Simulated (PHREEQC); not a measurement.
Solution (25 °C): 0.003 mol KH2PO4 per kg of water. Closed to the air; pH follows from the charge balance.

Model: ion-association model, phreeqc.dat, run in PHREEQC.

```yaml
pH: 4.91
ionic_strength: 0.00303 mol/kgw
specific_conductance: 308 µS/cm
```

```json
[
 {"species": "K+", "molality": "0.00300", "activity": "0.00282", "log γ": "-0.026"},
 {"species": "H2PO4-", "molality": "0.00298", "activity": "0.00281", "log γ": "-0.026"},
 {"species": "HPO4-2", "molality": "1.80e-5", "activity": "1.42e-5", "log γ": "-0.103"},
 {"species": "H+", "molality": "1.30e-5", "activity": "1.23e-5", "log γ": "-0.024"},
 {"species": "H3PO4", "molality": "5.07e-6", "activity": "5.08e-6", "log γ": "0.000"},
 {"species": "KHPO4-", "molality": "8.28e-8", "activity": "7.81e-8", "log γ": "-0.026"}
]
```

This is a speciation only: nothing precipitates in the calculation.
